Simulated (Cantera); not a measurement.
## Low-pressure radical oxidation in H2/O2

An isothermal, constant-pressure homogeneous reactor starts with H₂ : O₂ = 0.011 : 1 (molar parts), equivalence ratio 0.0055, at 1225 K and 1200 Pa.

Model: GRI-Mech 3.0 (53 species, 325 reactions), integrated in Cantera. Radical loss at walls, strong at low pressure, is not modelled.

| t (s) | x H₂ | x O₂ | x HO₂ | x O | x H | x OH | x H₂O |
|---|---|---|---|---|---|---|---|
| 2.00e-5 | 0.0109 | 0.989 | 2.83e-10 | 5.79e-11 | 2.26e-10 | 5.73e-11 | 1.24e-12 |
| 4.85e-5 | 0.0109 | 0.989 | 6.86e-10 | 2.80e-10 | 4.20e-10 | 2.73e-10 | 1.50e-11 |
| 0.000118 | 0.0109 | 0.989 | 1.66e-9 | 1.16e-9 | 6.61e-10 | 1.09e-9 | 1.57e-10 |
| 0.000285 | 0.0109 | 0.989 | 4.04e-9 | 4.30e-9 | 1.10e-9 | 3.73e-9 | 1.38e-9 |
| 0.000691 | 0.0109 | 0.989 | 9.80e-9 | 1.90e-8 | 2.90e-9 | 1.48e-8 | 1.22e-8 |
| 0.00168 | 0.0109 | 0.989 | 2.41e-8 | 1.84e-7 | 2.23e-8 | 1.33e-7 | 1.83e-7 |
| 0.00406 | 0.0108 | 0.989 | 1.08e-7 | 2.17e-5 | 2.56e-6 | 1.55e-5 | 2.43e-5 |
| 0.00985 | 0.000435 | 0.980 | 1.11e-6 | 0.00839 | 0.000719 | 0.00148 | 0.00935 |
| 0.0239 | 4.73e-5 | 0.980 | 7.77e-7 | 0.00880 | 0.000445 | 0.000899 | 0.0102 |
| 0.0579 | 4.12e-5 | 0.981 | 7.30e-7 | 0.00761 | 0.000359 | 0.000840 | 0.0103 |
| 0.140 | 3.04e-5 | 0.983 | 6.33e-7 | 0.00556 | 0.000225 | 0.000722 | 0.0104 |
| 0.340 | 1.67e-5 | 0.986 | 4.70e-7 | 0.00301 | 9.00e-5 | 0.000536 | 0.0106 |
| 0.825 | 6.18e-6 | 0.988 | 2.73e-7 | 0.00110 | 2.01e-5 | 0.000327 | 0.0108 |
| 2.00 | 1.65e-6 | 0.989 | 1.20e-7 | 0.000293 | 2.76e-6 | 0.000169 | 0.0109 |
x: mole fraction; the columns are a selection and need not sum to one.

Equilibrium at this temperature and pressure: H₂ 2.14e-9, O₂ 0.989, HO₂ 6.16e-9, O 3.85e-7, H 1.32e-10, OH 6.17e-6, H₂O 0.0109 (gas phase only).
